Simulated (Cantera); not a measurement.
Source: NASA polynomial tables (part measured, part estimated), evaluated in Cantera. Values are per mole of reaction as written; species without (g) are pure solids or liquids, kept so even where they would boil at 1 bar.

Q: Between 1625 and 1750 K, where is each reaction favourable under standard conditions?
- 4 CrO3(g) + N2(g) = 2 Cr2N + 12 O(g)

A: 
- 4 CrO3(g) + N2(g) = 2 Cr2N + 12 O(g): ΔG° is 2452 kJ at 1625 K and 2329 kJ at 1750 K; it stays positive (K < 1). ΔH° is 4050 kJ and ΔS° 984 J/K at 1750 K.
